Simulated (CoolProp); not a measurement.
Model: reference Helmholtz-energy equation of state, Lemmon 2006, in CoolProp. It is a short technical equation, of lower accuracy than the large ones.

### Question
For CH3F (R41), give the phase and the cp (kJ/(kg K)), speed of sound (m/s), Joule-Thomson coefficient (K/MPa), isothermal compressibility (1/MPa) at 208.6 K and 18800 kPa; 388.6 K and 27000 kPa; 185.2 K and 713 kPa.

### Answer
- 208.6 K and 18800 kPa: liquid; cp 2.01, speed of sound 1130, Joule-Thomson coefficient -0.311, isothermal compressibility 0.00144
- 388.6 K and 27000 kPa: supercritical; cp 2.55, speed of sound 474, Joule-Thomson coefficient 0.904, isothermal compressibility 0.0186
- 185.2 K and 713 kPa: liquid; cp 2.06, speed of sound 1140, Joule-Thomson coefficient -0.315, isothermal compressibility 0.00135
